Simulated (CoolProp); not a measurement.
1000 sccm (0 °C, 1 atm) of nitrogen bubbles through liquid ethanol at 293.3 K and leaves saturated at a total pressure of 0.0368 MPa (ideal gas phase). Each further row changes one setting.

Values from CoolProp's reference Helmholtz-energy equation of state, Schroeder 2014.

| case | vapour pressure (kPa) | mole fraction of vapour | delivery (mg/min) | delivery (sccm) | change of delivery for a bath 1 K warmer (%) |
|---|---|---|---|---|---|
| as stated | 5.93 | … | … | 192 | … |
| bath temperature 298.3 K | 7.95 | 0.216 | … | 276 | … |
| total pressure 0.0736 MPa | 5.93 | 0.0806 | … | … | … |

Problem. Fill in the missing entries.

Solution. 
- as stated, mole fraction of vapour: 0.161
- as stated, delivery (mg/min): 395
- as stated, change of delivery for a bath 1 K warmer (%): 7.4
- bath temperature 298.3 K, delivery (mg/min): 567
- bath temperature 298.3 K, change of delivery for a bath 1 K warmer (%): 7.7
- total pressure 0.0736 MPa, delivery (mg/min): 180
- total pressure 0.0736 MPa, delivery (sccm): 87.6
- total pressure 0.0736 MPa, change of delivery for a bath 1 K warmer (%): 6.7
